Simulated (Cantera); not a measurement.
Mixture: CH4 : C2H6 : C3H8 : O2 : N2 = 1 : 0.08 : 0.045 : 5.96 : 22.4 (molar parts), equivalence ratio 0.42, at 1.70 bar, adiabatic and at constant volume. Ignition delay is the time to a rise of 400 K.

Computed with Cantera and GRI-Mech 3.0 (53 species, 325 reactions).

**Question.** What does this change do: constant pressure in place of constant volume?

**Answer.** 
```
quantity                                                before       after
--------------------------------------------------  ----------  ----------
delay at 1025 K                                        49.4 ms     51.6 ms
delay at 1225 K                                        2.27 ms     2.38 ms
delay at 1425 K                                       0.217 ms    0.235 ms
delay at 1625 K                                        43.1 µs     48.1 µs
delay at 1825 K                                        15.4 µs     17.9 µs
apparent activation energy between 1725 and 1925 K  110 kJ/mol  100 kJ/mol
```

**Question.** What does this change do: O2 5.96 to 7.8 parts?

**Answer.** 
```
quantity                                                before       after
--------------------------------------------------  ----------  ----------
delay at 1025 K                                        49.4 ms     44.3 ms
delay at 1225 K                                        2.27 ms     1.82 ms
delay at 1425 K                                       0.217 ms    0.182 ms
delay at 1625 K                                        43.1 µs     38.4 µs
delay at 1825 K                                        15.4 µs     14.2 µs
apparent activation energy between 1725 and 1925 K  110 kJ/mol  110 kJ/mol
```
